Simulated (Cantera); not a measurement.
Input: 1 mol Pb, 16 mol H2, 4.2 mol CO, at 0.0133 bar.

Method: chemical equilibrium by Gibbs-energy minimisation in Cantera with the NASA 1993 tables (ideal gas, pure condensed phases). Candidate condensed phases: C, C6H6, C7H8, C8H18, H2O, Pb, PbO, PbO2, Pb3O4; 113 gas species. The numbers say what is thermodynamically allowed, not how fast it happens.

Which condensed phases are stable at each of these points (T (K)): 1123, 1198, 1273, 1348, 1423, 1498, 1573?


| T (K) | condensed phases | Pb condensed (%) |
|---|---|---|
| 1123 | Pb(l) | 71.9 |
| 1198 | Pb(l) | 0.9 |
| 1273 | gas only | 0.0 |
| 1348 | gas only | 0.0 |
| 1423 | gas only | 0.0 |
| 1498 | gas only | 0.0 |
| 1573 | gas only | 0.0 |

From 1123 K to 1198 K the condensed part is Pb(l). From 1273 K to 1573 K nothing is condensed.
